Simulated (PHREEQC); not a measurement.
A solution holds 0.0011 mol/kgw CaCl2 and 6.5e-07 mol/kgw CO2, at 25 °C. Closed to the air; pH follows from the charge balance.

All values are PHREEQC results (ion-association model, phreeqc.dat), not measurements.

Precipitation was switched off in this run.

### Question
What specific conductance does the model give?

### Answer
specific conductance 281 µS/cm.

### Question
In which forms is C present?

### Answer
HCO3- 56 %, CO2 44 %, CaHCO3+ 0.6 % of the C.
